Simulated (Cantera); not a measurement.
A Cantera script and what it prints.

```python
import numpy as np
import cantera as ct

gas_names = """
    H HO2 H2 H2O H2O2 O OH O2 O3 Si SiH SiH2 SiH3 SiH4 SiO SiO2 Si2 Si3
""".split()
cond_names = """
    H2O(s) H2O(L) Si(cr) Si(L) SiO2(Lqz) SiO2(hqz) SiO2(L)
""".split()


# ... load() reads the species with a 1 bar reference pressure and builds the phases ...
atoms = {
    'Si2H6': {'Si': 2, 'H': 6},
    'O2': {'O': 2},
    'H2': {'H': 2},
}
top_T = {}  # K; cautious upper limits of use, not melting points


# ... equilibrate(T, P, feed) seeds the gas with the atoms and calls Mixture.equilibrate('TP', solver="vcs", rtol=1e-11, max_steps=5000) ...
results = []
feed = {'Si2H6': 1, 'O2': 18, 'H2': 27}  # mol
T = 1448.15  # K
P = 65000  # Pa
mix = equilibrate(T, P, feed)
results.append((T, P, feed, dict(zip(mix.species_names, mix.species_moles))))
x = sorted(zip(gas.X, gas.species_names), reverse=True)
print(f"T = {T:g} K  P = {P:g} Pa  gas = {mix.phase_moles(0):.4g} mol")
print("   x: " + "  ".join(f"{s} {v:.3e}" for v, s in x if v > 1e-05))
print("   condensed (mol): " + ("  ".join(f"{mix.phase(i).name} {mix.phase_moles(i):.4g}"
      for i in range(1, mix.n_phases) if mix.phase_moles(i) > 1e-12) or "none"))
```

It prints:

```
T = 1448.15 K  P = 65000 Pa  gas = 31 mol
   x: H2O 9.677e-01  O2 3.223e-02  OH 1.063e-04
   condensed (mol): SiO2(hqz) 2
```

Method: chemical equilibrium by Gibbs-energy minimisation in Cantera with the NASA 1993 tables (ideal gas, pure condensed phases). The feed counts by its element totals alone. The tables hold silica as quartz up to 1696 K and as liquid above; real silica turns to tridymite and cristobalite and melts near 1996 K. Gases not in the tables: Si(OH)4.
